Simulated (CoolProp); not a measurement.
R1132(E) at several states: fugacity coefficient from the reference equation and from simpler models built on Tc = 348.8 K, pc = 5.174 MPa, ω = 0.245; each cubic takes its own stable root.

The numbers come from the reference Helmholtz-energy equation of state, Akasaka 2024 in CoolProp.

```json
[
 {"T (K)": "307.4", "p (MPa)": "0.231", "phase": "gas", "reference": "0.9763", "van der Waals": "0.9821", "Redlich-Kwong": "0.9783", "Soave-Redlich-Kwong": "0.9772"},
 {"T (K)": "304.6", "p (MPa)": "1.86", "phase": "gas", "reference": "?", "van der Waals": "?", "Redlich-Kwong": "0.8227", "Soave-Redlich-Kwong": "0.8134"},
 {"T (K)": "303.2", "p (MPa)": "0.0176", "phase": "gas", "reference": "0.9981", "van der Waals": "0.9986", "Redlich-Kwong": "0.9983", "Soave-Redlich-Kwong": "0.9982"},
 {"T (K)": "314.6", "p (MPa)": "6.5", "phase": "liquid", "reference": "?", "van der Waals": "0.4485", "Redlich-Kwong": "0.3714", "Soave-Redlich-Kwong": "0.3406"}
]
```

Problem. Fill in the missing entries.

Solution. 
- 304.6, reference: 0.8041
- 304.6, van der Waals: 0.8527
- 314.6, reference: 0.3275
